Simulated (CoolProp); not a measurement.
Properties of n-perfluorohexane along the isobar 0.101 MPa.

Values from CoolProp's reference Helmholtz-energy equation of state, Gao 2022.

| T (K) | phase | Joule-Thomson coefficient (K/MPa) | isothermal compressibility (1/MPa) |
|---|---|---|---|
| 343.9 | gas | 18.43 | 10.49 |
| 353.6 | gas | 16.78 | 10.43 |
| 363.2 | gas | 15.35 | 10.38 |
| 372.8 | gas | 14.11 | 10.33 |
| 382.5 | gas | 12.99 | 10.29 |
| 392.1 | gas | 12.02 | 10.25 |
| 401.8 | gas | 11.15 | 10.22 |
| 411.4 | gas | 10.38 | 10.19 |
| 421.1 | gas | 9.684 | 10.17 |
| 430.7 | gas | 9.065 | 10.15 |
| 440.4 | gas | 8.501 | 10.13 |
| 450 | gas | 7.996 | 10.11 |
